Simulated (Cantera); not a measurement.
Thermodynamics of thermal oxidation and active oxidation of silicon, feed Si + O2 + N2

Feed: 1 mol Si, a varied amount of O2, 34 mol N2, at 2073.15 K and 1 atm.

These are equilibrium values from Cantera (NASA tables, ideal gas, pure condensed phases), not measurements of a reactor. Candidate condensed phases: Si, SiO2, Si2N2O, Si3N4; 16 gas species. Mutual solubility and eutectic melting of coexisting phases are not modelled. The tables' values for SiN are old estimates; treat these amounts as uncertain. The tables hold silica as quartz up to 1696 K and as liquid above; real silica turns to tridymite and cristobalite and melts near 1996 K. The numbers say what is thermodynamically allowed, not how fast it happens.

From 0.0028 mol O2 to 0.12 mol O2 the condensed part is Si3N4(s). At 0.21 mol O2 the condensed part is Si2N2O(s) + Si3N4(s). At 0.36 mol O2 the condensed part is Si2N2O(s). At 0.61 mol O2 the condensed part is SiO2(l). The main Si-bearing gas is SiO throughout. The share of Si in condensed phases is highest at 0.0028 mol O2 (99.2 %) and lowest at 0.61 mol O2 (22.0 %).

```tsv
n(O2) (mol)	log p N2	log p SiO	log p Si	log p SiN	n Si3N4(s)	n Si2N2O(s)	n SiO2(l)
0.0028	0.01	-3.77	-4.26	-4.91	0.331	0	0
0.0048	0.01	-3.54	-4.26	-4.91	0.329	0	0
0.0082	0.01	-3.30	-4.26	-4.91	0.327	0	0
0.014	0.01	-3.07	-4.26	-4.91	0.323	0	0
0.024	0.01	-2.84	-4.26	-4.91	0.316	0	0
0.042	0.00	-2.59	-4.26	-4.91	0.304	0	0
0.071	0.00	-2.37	-4.26	-4.91	0.285	0	0
0.12	0.00	-2.14	-4.26	-4.91	0.252	0	0
0.21	0.00	-2.00	-4.26	-4.91	0.165	0.0823	0
0.36	0.00	-1.88	-4.37	-5.03	0	0.278	0
0.61	0.00	-1.64	-6.86	-7.52	0	0	0.220
```
log p: log10 of the partial pressure in bar; n: condensed amount in mol.
